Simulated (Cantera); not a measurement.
# Thermodynamics of fluorocarbon and chlorocarbon gases, feed CF4 + CH4

A closed system holds: 1 mol CF4, 0.013 mol CH4, at 550 °C and 4.70 Pa.

Equilibrium computed with Cantera from the NASA thermochemical tables; the gas is ideal and each condensed phase is pure. Candidate condensed phases: C, C6H6, C7H8, C8H18; 95 gas species. Condensed phases not in the tables: fluorocarbon polymer. Gases not in the tables: C2F6 and larger saturated fluorocarbons. The numbers say what is thermodynamically allowed, not how fast it happens.

```
Quantity            Result
--------------  ----------
x(CF4)               0.950
x(HF)               0.0500
n(C(graphite))  0.0260 mol
gas amount       1.039 mol
```
